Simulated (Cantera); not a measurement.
A perfectly stirred reactor is fed with 4.67 % CH4, 95.3 % H2, 0.0153 % N2, at 188 Torr; it is held at 1700 K, and followed from long to short residence time.

Cantera simulation using GRI-Mech 3.0 (53 species, 325 reactions); the numbers are that mechanism's predictions, not measurements. GRI-Mech 3.0 stops at C3 and has no aromatics, soot or wall deposition, so with more carbon than oxygen in the feed, carbon stays in small species such as C2H2 where larger ones or solid carbon would form.

One state of this run: x CH4 = 0.0454; x H2 = 0.953; x C2H = 6.28e-10; x H = 0.000243; x C2H6 = 6.23e-6; x HCN = <1e-12; x CH2 = 5.77e-8. x: mole fraction; the columns are a selection and need not sum to one.

Task: Which value of τ (s) does it belong to?
A) 0.00018
B) 0.0068
C) 1.6
D) 0.26

Result: B, 0.0068
